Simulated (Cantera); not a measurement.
An isothermal, constant-pressure homogeneous reactor starts with NH3 : N2 : H2 = 1 : 1.7 : 0.0033 (molar parts), at 2373 K and 0.0267 bar.

Computed with Cantera and the gas-phase N/H chemistry of the illustrative SiF4/NH3 mechanism in the Surface Chemkin manual (1991). Walls and surfaces, which speed up NH3 decomposition in real reactors, are not modelled.

One state of this run: x NH3 = 5.46e-8; x H = 0.0523; x H2 = 0.369; x NH = 7.08e-8; x N2H2 = <1e-12; x N = 3.93e-7. x: mole fraction; the columns are a selection and need not sum to one.

Problem. Which value of t (s) does it belong to?
A) 60.0
B) 0.122
C) 0.000855
D) 0.0353

Solution. A, 60.0
